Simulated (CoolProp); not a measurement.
Vapour-liquid equilibrium of n-perfluorobutane (1) + R365MFC (2) at 304.7 K; x and y are mole fractions of (1).

The numbers come from the multi-fluid Helmholtz-energy mixture model, Gao 2022 and Lemmon 2016; pair parameters Bell 2016 in CoolProp.

```
x      bubble pressure, mixture model (MPa)  bubble pressure, Raoult's law (MPa)  y, mixture model  y, Raoult's law
-----  ------------------------------------  -----------------------------------  ----------------  ---------------
0.05                                 0.1296                              0.08621             0.446            0.190
0.125                                0.1862                               0.1053             0.628            0.389
0.2                                  0.2211                               0.1244             0.698            0.527
0.275                                0.2431                               0.1435             0.734            0.629
0.35                                 0.2579                               0.1626             0.757            0.706
0.425                                0.2688                               0.1817             0.775            0.767
0.5                                  0.2779                               0.2007             0.791            0.817
0.575                                0.2862                               0.2198             0.807            0.858
0.65                                 0.2945                               0.2389             0.825            0.892
0.725                                0.3028                               0.2580             0.848            0.922
0.8                                  0.3109                               0.2771             0.877            0.947
0.875                                0.3186                               0.2962             0.913            0.969
0.95                                 0.3250                               0.3153             0.960            0.988
```

The largest gap from Raoult's law is +77.7 % in bubble pressure, at x = 0.2. No azeotrope shows between x = 0.05 and 0.95.

Pair parameters are fitted to limited data, so mixtures are less certain than the pure fluids. With so large a gap from Raoult's law the liquid may split in two, which this calculation doesn't test in full.
